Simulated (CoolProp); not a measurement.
The numbers come from the reference Helmholtz-energy equation of state, Wu 2011 in CoolProp.

**Question.** For dimethyl ether, give the phase and the cv (kJ/(kg K)), viscosity (µPa s) at 142.15 °C and 182 kPa; 142.15 °C and 844 kPa.

**Answer.** 
- 142.15 °C and 182 kPa: gas; cv 1.60, viscosity 12.7
- 142.15 °C and 844 kPa: gas; cv 1.62, viscosity 12.9

Viscosity comes from a separate model (Meng 2012).
